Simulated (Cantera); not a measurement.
Charge: 1 mol TEOS, 9.1 mol N2O, 1.1 mol N2, held at 1177 °C and 1.10 mbar.

Cantera equilibrium calculation (NASA polynomials, part measured and part estimated; ideal gas, pure solids and liquids). Candidate condensed phases: C, C6H6, C7H8, C8H18, H2O, Si, SiC, SiO2, Si2N2O, Si3N4; 151 gas species. The feed counts by its element totals alone. The tables hold silica as quartz up to 1696 K and as liquid above; real silica turns to tridymite and cristobalite and melts near 1996 K. Kinetics and transport are ignored.

Base state: N2 0.362, H2 0.275, CO 0.253, H2O 0.0793, CO2 0.0306, H 0.000150 (mole fractions); condensed: SiO2(β-quartz).

### Question
What changes in the equilibrium state with this change: N2O from 9.1 to 0.56 mol?

### Answer
```tsv
species	before	after
H2	0.275	0.616
CO	0.253	0.281
N2	0.362	0.102
H2O	0.0793	4.75e-7
CO2	0.0306	9.09e-8
SiO	1.21e-6	0.000443
HCN	<1e-9	0.000184
H	0.000150	0.000224
SiO2(β-quartz), mol	1.000	0
C(graphite), mol	0	2.45
SiC(s), mol	0	0.993
```

### Question
What changes in the equilibrium state with this change: temperature from 1177 °C to 602 °C?

### Answer
```
species                before   after
-------------------  --------  ------
N2                      0.362   0.362
H2                      0.275   0.315
CO                      0.253   0.213
CO2                    0.0306  0.0705
H2O                    0.0793  0.0395
H                    0.000150   <1e-9
SiO2(β-quartz), mol     1.000    1.00
```

### Question
What changes in the equilibrium state with this change: N2O from 9.1 to 6.4 mol?

### Answer
```tsv
species	before	after
H2	0.275	0.380
CO	0.253	0.310
N2	0.362	0.294
H2O	0.0793	0.0117
CO2	0.0306	0.00400
SiO	1.21e-6	1.13e-5
H	0.000150	0.000176
SiO2(β-quartz), mol	1.000	1.000
```
